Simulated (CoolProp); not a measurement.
Computed with CoolProp (reference Helmholtz-energy equation of state, Lemmon 2006). It is a short technical equation, of lower accuracy than the large ones.

### Question
For acetone, give the phase and the speed of sound (m/s) at 194.55 °C and 0.294 bar; 59.35 °C and 1.96 bar; 266.85 °C and 61.6 bar.

### Answer
- 194.55 °C and 0.294 bar: gas; speed of sound 269
- 59.35 °C and 1.96 bar: liquid; speed of sound 1010
- 266.85 °C and 61.6 bar: supercritical; speed of sound 166
